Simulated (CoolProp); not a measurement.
C3F8 (R218) along the isotherm 356.6 K: density (kg/m³) from the reference equation and from simpler models built on Tc = 345.0 K, pc = 26.40 bar, ω = 0.317; each cubic takes its own stable root.

Model: reference Helmholtz-energy equation of state, Lemmon 2006, in CoolProp. It is a short technical equation, of lower accuracy than the large ones.

```
p (bar)          phase  reference
-------  -------------  ---------
0.417              gas      2.657
0.63               gas      4.023
0.95               gas      6.088
1.43               gas      9.215
2.16               gas      14.04
3.26               gas      21.47
4.92               gas      33.08
7.42               gas      51.59
11.2               gas      82.49
16.9               gas      138.7
25.5               gas      270.9
38.4     supercritical      850.5
58       supercritical       1037
87.5     supercritical       1139
132      supercritical       1223
```

### Question
How far does each simpler model (ideal gas, van der Waals, Soave-Redlich-Kwong, Peng-Robinson) lie from the reference over these 15 states: mean and median of the absolute difference, and the worst?

### Answer
- ideal gas: mean 21.3 %, median 8.8 %, worst -71.4 % at 356.6 K and 38.4 bar
- van der Waals: mean 6.6 %, median 0.6 %, worst -23.8 % at 356.6 K and 58 bar
- Soave-Redlich-Kwong: mean 2.8 %, median 0.2 %, worst -15.5 % at 356.6 K and 38.4 bar
- Peng-Robinson: mean 2.0 %, median 1.4 %, worst -8.1 % at 356.6 K and 38.4 bar
